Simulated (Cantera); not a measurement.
A Cantera script and what it prints.

```python
import numpy as np
import cantera as ct

gas_names = [...]  # 113 gases of nasa_gas.yaml made of C, H, O, Ti
cond_names = """
    C(gr) C6H6(L) C7H8(L) C8H18(L),n-octa H2O(s) H2O(L) Ti(a) Ti(b) Ti(L) TiC(s) TiC(L) TiO(a) TiO(b)
    TiO(L) TiO2(ru) TiO2(L) Ti2O3(a) Ti2O3(b) Ti2O3(L) Ti3O5(a) Ti3O5(b) Ti3O5(L) Ti4O7(s) Ti4O7(L)
""".split()


# ... load() reads the species with a 1 bar reference pressure and builds the phases ...
atoms = {
    'Ti(OiPr)4': {'Ti': 1, 'C': 12, 'H': 28, 'O': 4},
    'CH4': {'C': 1, 'H': 4},
}
top_T = {'C(gr)': 4500}  # K; cautious upper limits of use, not melting points


# ... equilibrate(T, P, feed) seeds the gas with the atoms and calls Mixture.equilibrate('TP', solver="vcs", rtol=1e-11, max_steps=5000) ...
results = []
feed = {'Ti(OiPr)4': 1, 'CH4': 0.37}  # mol
T = 1550  # K
P = 33  # Pa
mix = equilibrate(T, P, feed)
results.append((T, P, feed, dict(zip(mix.species_names, mix.species_moles))))
x = sorted(zip(gas.X, gas.species_names), reverse=True)
print(f"T = {T:g} K  P = {P:g} Pa  gas = {mix.phase_moles(0):.4g} mol")
print("   x: " + "  ".join(f"{s} {v:.3e}" for v, s in x if v > 1e-05))
print("   condensed (mol): " + ("  ".join(f"{mix.phase(i).name} {mix.phase_moles(i):.4g}"
      for i in range(1, mix.n_phases) if mix.phase_moles(i) > 1e-12) or "none"))
```

Output:

```
T = 1550 K  P = 33 Pa  gas = 18.75 mol
   x: H2 7.852e-01  CO 2.133e-01  H 1.536e-03  C2H2,acetylene 1.260e-05
   condensed (mol): C(gr) 7.37  TiC(s) 1
```

Method: chemical equilibrium by Gibbs-energy minimisation in Cantera with the NASA 1993 tables (ideal gas, pure condensed phases). The feed counts by its element totals alone. TiC: taken at fixed stoichiometry.
